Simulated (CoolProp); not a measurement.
Vinyl chloride along the isobar 30500 kPa: density (kg/m³) from the reference equation and from simpler models built on Tc = 425.0 K, pc = 5600 kPa, ω = 0.160; each cubic takes its own stable root.

Values from CoolProp's reference Helmholtz-energy equation of state, Thol 2022.

```json
[
 {"T (K)": "184.2", "phase": "liquid", "reference": "1125", "van der Waals": "700.9", "Redlich-Kwong": "1021"},
 {"T (K)": "194", "phase": "liquid", "reference": "1109", "van der Waals": "695.6", "Redlich-Kwong": "1012"},
 {"T (K)": "203.8", "phase": "liquid", "reference": "1093", "van der Waals": "690.3", "Redlich-Kwong": "1001"},
 {"T (K)": "213.6", "phase": "liquid", "reference": "1078", "van der Waals": "684.9", "Redlich-Kwong": "991.1"},
 {"T (K)": "223.4", "phase": "liquid", "reference": "1063", "van der Waals": "679.5", "Redlich-Kwong": "980.5"},
 {"T (K)": "233.2", "phase": "liquid", "reference": "1047", "van der Waals": "674.0", "Redlich-Kwong": "969.6"},
 {"T (K)": "243", "phase": "liquid", "reference": "1033", "van der Waals": "668.4", "Redlich-Kwong": "958.5"},
 {"T (K)": "252.8", "phase": "liquid", "reference": "1018", "van der Waals": "662.8", "Redlich-Kwong": "947.2"},
 {"T (K)": "262.6", "phase": "liquid", "reference": "1003", "van der Waals": "657.1", "Redlich-Kwong": "935.6"},
 {"T (K)": "272.4", "phase": "liquid", "reference": "988.8", "van der Waals": "651.4", "Redlich-Kwong": "923.7"},
 {"T (K)": "282.2", "phase": "liquid", "reference": "974.4", "van der Waals": "645.7", "Redlich-Kwong": "911.7"},
 {"T (K)": "292", "phase": "liquid", "reference": "960.1", "van der Waals": "639.8", "Redlich-Kwong": "899.4"},
 {"T (K)": "301.8", "phase": "liquid", "reference": "945.8", "van der Waals": "633.9", "Redlich-Kwong": "886.8"},
 {"T (K)": "311.6", "phase": "liquid", "reference": "931.5", "van der Waals": "628.0", "Redlich-Kwong": "874.1"},
 {"T (K)": "321.4", "phase": "liquid", "reference": "917.2", "van der Waals": "622.0", "Redlich-Kwong": "861.1"},
 {"T (K)": "331.2", "phase": "liquid", "reference": "902.8", "van der Waals": "615.9", "Redlich-Kwong": "847.9"}
]
```
